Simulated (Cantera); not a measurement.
Cantera run:

```python
import numpy as np
import cantera as ct

gas_names = [...]  # 131 gases of nasa_gas.yaml made of C, H, Na, O, S
cond_names = """
    C(gr) C6H6(L) C7H8(L) C8H18(L),n-octa H2O(s) H2O(L) H2SO4(L) Na(cr) Na(L) NaOH(a) NaOH(L) NaO2(s)
    Na2CO3(I) Na2CO3(II) Na2CO3(L) Na2O(c) Na2O(a) Na2O(L) Na2O2(a) Na2O2(b) Na2S(1) Na2S(2) Na2S(L)
    Na2SO4(V) Na2SO4(IV) Na2SO4(I) Na2SO4(L) S(cr1) S(cr2) S(L)
""".split()


# ... load() reads the species with a 1 bar reference pressure and builds the phases ...
atoms = {
    'Na2SO4': {'Na': 2, 'S': 1, 'O': 4},
    'CO2': {'C': 1, 'O': 2},
    'H2': {'H': 2},
}
top_T = {'C(gr)': 4500, 'NaO2(s)': 800, 'Na2O2(b)': 940}  # K; cautious upper limits of use, not melting points


# ... equilibrate(T, P, feed) seeds the gas with the atoms and calls Mixture.equilibrate('TP', solver="vcs", rtol=1e-11, max_steps=5000) ...
results = []
feed = {'Na2SO4': 1, 'CO2': 1.6, 'H2': 0.22}  # mol
P = 3500  # Pa
for T in [848, 998, 1148, 1298, 1448, 1598, 1748, 1898, 2048]:
    mix = equilibrate(T, P, feed)
    results.append((T, P, feed, dict(zip(mix.species_names, mix.species_moles))))

top = {s: max(r[3][s] / sum(r[3][g] for g in gas_names) for r in results) for s in gas_names}
cols = sorted((s for s in top if top[s] > 0.001), key=lambda s: -top[s])[:7]
seen = [c for c in cond_names if any(r[3].get(c, 0) > 1e-12 for r in results)]
print("log10 of partial pressures in bar; condensed amounts in mol")
print(f"{'T/K':>10s}" + "".join(f"{s[:9]:>10s}" for s in cols + seen))
for T, P, feed, n in results:
    ng = sum(n[g] for g in gas_names)
    print(f"{T:10.4g}" + "".join(f"{np.log10(max(n[s] / ng * P / 1e5, 1e-99)):10.3f}" for s in cols)
          + "".join(f"{n.get(c, 0):10.4g}" for c in seen))
```

It prints:

```
log10 of partial pressures in bar; condensed amounts in mol
       T/K       CO2        Na       SO2        O2       H2O        CO      NaOH Na2CO3(II Na2CO3(L)   Na2S(1)   Na2S(2) Na2SO4(I) Na2SO4(L)
       848    -1.522   -10.699    -6.065   -22.203    -2.474    -3.285    -9.747   0.04676         0         0         0    0.9532         0
       998    -1.532    -7.524    -5.109   -17.801    -2.413    -2.877    -7.115  0.009986         0   0.02524         0    0.9648         0
      1148    -1.545    -5.260    -4.456   -14.402    -2.403    -2.658    -5.230         0  0.003132    0.0211         0    0.9755         0
      1298    -1.568    -3.648    -3.813   -11.847    -2.415    -2.477    -3.929         0         0         0  0.003273         0    0.9876
      1448    -1.580    -2.871    -3.021    -9.147    -2.455    -2.667    -3.243         0         0         0         0         0    0.9452
      1598    -1.589    -2.620    -2.712    -5.891    -2.547    -3.356    -2.828         0         0         0         0         0    0.8735
      1748    -1.650    -2.465    -2.514    -3.055    -2.760    -4.050    -2.571         0         0         0         0         0    0.7328
      1898    -1.977    -1.994    -2.208    -2.310    -3.430    -4.091    -2.668         0         0         0         0         0         0
      2048    -2.009    -1.956    -2.203    -2.278    -3.190    -3.578    -2.859         0         0         0         0         0         0
```

Equilibrium computed with Cantera from the NASA thermochemical tables; the gas is ideal and each condensed phase is pure. Mutual solubility and eutectic melting of coexisting phases are not modelled. Gases not in the tables: S3 to S7.
